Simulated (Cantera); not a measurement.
Input: 1 mol TEOS, 0.18 mol CO2, 170 mol N2, 2.5 mol O3, at 133 Pa.

These are equilibrium values from Cantera (NASA tables, ideal gas, pure condensed phases), not measurements of a reactor. Candidate condensed phases: C, C6H6, C7H8, C8H18, H2O, Si, SiC, SiO2, Si2N2O, Si3N4; 151 gas species. The feed counts by its element totals alone. The tables hold silica as quartz up to 1696 K and as liquid above; real silica turns to tridymite and cristobalite and melts near 1996 K. Rates play no part. All values below are at 1373 K.

Base state: N2 0.903, H2 0.0469, CO 0.0408, H2O 0.00627, CO2 0.00265, H 1.97e-5 (mole fractions); condensed: SiO2(β-quartz).

Task: What changes in the equilibrium state with this change: O3 from 2.5 to 0.83 mol?

Result: 
```tsv
species	before	after
N2	0.903	0.912
H2	0.0469	0.0537
CO	0.0408	0.0342
SiO	1.72e-7	2.22e-5
CO2	0.00265	3.54e-9
H2O	0.00627	1.15e-8
HCN	<1e-9	8.79e-5
SiO2(β-quartz), mol	1.000	0
C(graphite), mol	0	1.82
Si2N2O(s), mol	0	0.498
```
N2 is the only nitrogen source here; it is nearly inert below about 1500 K, so the nitride shown seldom forms there in practice.
